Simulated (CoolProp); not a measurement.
A single-stage vapour-compression cycle with R1132(E): evaporating at 252.15 K (dew point), condensing at 294.15 K (bubble point), superheat 10 K, subcooling 8 K, compressor efficiency 0.6, no pressure losses. Each further row changes one setting.

Model: reference Helmholtz-energy equation of state, Akasaka 2024, in CoolProp.

| case | cooling COP | pressure ratio | discharge temperature (K) | refrigerating effect (kJ/kg) | volumetric capacity (kJ/m³) |
|---|---|---|---|---|---|
| as stated | 3.06 | 3.73 | 348.6 | 227 | 2880 |
| evaporating temperature 257.15 K | 3.62 | 3.11 | 342.1 | 230 | 3480 |
| condensing temperature 289.15 K | 3.57 | 3.26 | 339.4 | 236 | 3000 |
| subcooling 13 K | 3.18 | 3.73 | 348.6 | 236 | 3000 |
| superheat 20 K | 3.04 | 3.73 | 360.3 | 237 | 2870 |
| compressor efficiency 0.5 | 2.55 | 3.73 | 361.4 | 227 | 2880 |
